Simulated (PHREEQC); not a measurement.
Make-up at 25 °C: 0.18 mol/kgw Cu(NO3)2 and 6.2e-05 mol/kgw MgSO4. Closed to the air; pH follows from the charge balance.

Equilibrium calculation in PHREEQC: ion-association model, phreeqc.dat.

| quantity | before | after |
|---|---|---|
| pH | 4.11 | 6.99 |
| ionic strength (mol/kgw) | 0.540 | 0.000245 |

**Question.** What was changed between the two runs?
A. MgSO4 from 6.2e-05 to 0.00031 mol/kgw
B. MgSO4 replaced by Mg(NO3)2 at the same molality
C. 0.071 mol/kgw Na2SO4 added
D. Cu(NO3)2 left out
E. 0.012 mol/kgw CO2 added

**Answer.** D, Cu(NO3)2 left out

No solid was allowed to form.
